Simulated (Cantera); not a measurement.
A closed system holds: 1 mol Fe₃O₄, 0.64 mol C, 0.48 mol N₂, 0.33 mol CH₄, at 50.0 Pa.

Method: chemical equilibrium by Gibbs-energy minimisation in Cantera with the NASA 1993 tables (ideal gas, pure condensed phases). Candidate condensed phases: C, C₆H₆, C₇H₈, C₈H₁₈, Fe, Fe(CO)₅, FeO, Fe(OH)₂, Fe(OH)₃, Fe₂O₃, Fe₃O₄, H₂O; 140 gas species. Mutual solubility and eutectic melting of coexisting phases are not modelled. The tables' stoichiometric FeO is somewhat more stable than real wüstite, so its field is too wide. FeO: taken at fixed stoichiometry. Kinetics and transport are ignored.

Task: Which condensed phases are stable at each of these points (T (K)): 1250, 1350, 1450, 1550, 1650, 1750, 1850, 1950, 2050, 2150, 2250, 2350?

Result: 
| T (K) | condensed phases | Fe condensed (%) |
|---|---|---|
| 1250 | Fe(γ) + FeO(s) | 100.0 |
| 1350 | Fe(γ) + FeO(s) | 100.0 |
| 1450 | Fe(γ) + FeO(s) | 100.0 |
| 1550 | Fe(γ) + FeO(s) | 99.9 |
| 1650 | Fe(γ) + FeO(l) | 99.6 |
| 1750 | Fe(δ) + FeO(l) | 98.0 |
| 1850 | FeO(l) | 90.7 |
| 1950 | FeO(l) | 83.6 |
| 2050 | FeO(l) | 73.5 |
| 2150 | FeO(l) | 50.1 |
| 2250 | gas only | 0.0 |
| 2350 | gas only | 0.0 |

From 1250 K to 1550 K the condensed part is Fe(γ) + FeO(s). At 1650 K the condensed part is Fe(γ) + FeO(l). At 1750 K the condensed part is Fe(δ) + FeO(l). From 1850 K to 2150 K the condensed part is FeO(l). From 2250 K to 2350 K nothing is condensed.
